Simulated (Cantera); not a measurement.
Input: 1 mol Ti(OiPr)4, 0.53 mol C3H8, held at 1750 K and 1000 Pa.

Equilibrium computed with Cantera from the NASA thermochemical tables; the gas is ideal and each condensed phase is pure. Candidate condensed phases: C, C6H6, C7H8, C8H18, H2O, Ti, TiC, TiO, TiO2, Ti2O3, Ti3O5, Ti4O7; 113 gas species. The feed counts by its element totals alone. TiC: taken at fixed stoichiometry. Kinetics and transport are ignored.

Base state: H2 0.799, CO 0.199, H 0.00208, C2H2 (acetylene) 9.18e-5 (mole fractions); condensed: C(graphite) + TiC(s).

### Question
What changes in the equilibrium state with this change: pressure from 1000 Pa to 10000 Pa?

### Answer
| species | before | after |
|---|---|---|
| H2 | 0.799 | 0.800 |
| CO | 0.199 | 0.199 |
| H | 0.00208 | 0.000658 |
| CH4 | 5.83e-6 | 5.85e-5 |
| C2H2 (acetylene) | 9.18e-5 | 9.20e-5 |
| C(graphite), mol | 8.59 | 8.59 |
| TiC(s), mol | 1.00 | 1.00 |

### Question
What changes in the equilibrium state with this change: temperature from 1750 K to 2198.15 K?

### Answer
```tsv
species	before	after
H2	0.799	0.756
CO	0.199	0.194
H	0.00208	0.0484
C2H2 (acetylene)	9.18e-5	0.00192
C(graphite), mol	8.59	8.51
TiC(s), mol	1.00	1.000
```

### Question
What changes in the equilibrium state with this change: temperature from 1750 K to 1473 K?

### Answer
```json
[
 {"species": "H2", "before": "0.799", "after": "0.801"},
 {"species": "CO", "before": "0.199", "after": "0.199"},
 {"species": "H", "before": "0.00208", "after": "0.000113"},
 {"species": "C2H2 (acetylene)", "before": "9.18e-5", "after": "5.21e-6"},
 {"species": "CH4", "before": "5.83e-6", "after": "1.88e-5"},
 {"species": "C(graphite), mol", "before": "8.59", "after": "8.59"},
 {"species": "TiC(s), mol", "before": "1.00", "after": "1.00"}
]
```
